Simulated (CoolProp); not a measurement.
Properties of R142b along the isobar 134 bar.

Model: reference Helmholtz-energy equation of state, Lemmon 2006, in CoolProp. It is a short technical equation, of lower accuracy than the large ones.

| T (K) | phase | speed of sound (m/s) | viscosity (µPa s) | Prandtl number |
|---|---|---|---|---|
| 398.2 | liquid | 423.7 | 113 | 2.72 |
| 406.2 | liquid | 401.1 | 106 | 2.65 |
| 414.2 | supercritical | 379.1 | 98.8 | 2.57 |
| 422.2 | supercritical | 357.8 | 92.1 | 2.50 |
| 430.1 | supercritical | 337.6 | 85.9 | 2.42 |
| 438.1 | supercritical | 318.1 | 80.0 | 2.34 |
| 446.1 | supercritical | 299.8 | 74.3 | 2.26 |
| 454.1 | supercritical | 282.7 | 69.1 | 2.17 |
| 462 | supercritical | 267.4 | 64.2 | 2.09 |
| 470 | supercritical | 253.7 | 59.6 | 2.00 |

Viscosity comes from a separate model (Huber 2003), an estimate that may be off by 10 % or more. Thermal conductivity comes from a separate model (Huber 2003), an estimate that may be off by 10 % or more.
